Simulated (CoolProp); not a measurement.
Vapour-liquid equilibrium of carbon dioxide (1) + n-perfluorobutane (2) at -25.75 °C; x and y are mole fractions of (1).

Computed with CoolProp (multi-fluid Helmholtz-energy mixture model, Span 1996 and Gao 2022; pair parameters Bell 2016).

```csv
x,"bubble pressure, mixture model (MPa)","bubble pressure, Raoult's law (MPa)","y, mixture model","y, Raoult's law"
0.05,0.1441,0.1152,0.760,0.713
0.2,0.5201,0.3564,0.935,0.922
0.35,0.8323,0.5975,0.961,0.962
0.5,1.030,0.8387,0.970,0.979
0.65,1.169,1.080,0.976,0.989
0.8,1.326,1.321,0.984,0.995
0.95,1.551,1.562,0.995,0.999
```

The largest gap from Raoult's law is +45.9 % in bubble pressure, at x = 0.2. No azeotrope shows between x = 0.05 and 0.95.

Pair parameters are fitted to limited data, so mixtures are less certain than the pure fluids. The gap from Raoult's law changes sign with composition, which may be real or a fault of the pair parameters; it wasn't checked against measurements.
